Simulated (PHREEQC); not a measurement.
A solution holds 0.041 mol/kgw ZnSO4, 0.29 mol/kgw NaCl and 0.13 mol/kgw FeSO4, at 59 °C. Closed to the air; pH follows from the charge balance.

All values are PHREEQC results (ion-association model, phreeqc.dat), not measurements.

```
quantity                        before   after
------------------------------  ------  ------
pH                                5.33    5.37
ionic strength (mol/kgw)         0.625   0.300
SO4-2 (mol/kgw)                 0.0769  0.0679
Fe+2 (mol/kgw)                  0.0710  0.0582
FeSO4 (mol/kgw)                 0.0541  0.0717
Zn+2 (mol/kgw)                  0.0169  0.0167
SI of Melanterite (FeSO4:7H2O)   -1.86   -1.74
```

Task: Which change was made?
(A) temperature from 59 to 10 °C
(B) ZnSO4 from 0.041 to 0.0451 mol/kgw
(C) NaCl left out
(D) ZnSO4 from 0.041 to 0.082 mol/kgw
(E) temperature from 59 to 80 °C

Result: C, NaCl left out

Precipitation was switched off in this run. Constants without temperature data keep their 25 °C values here.
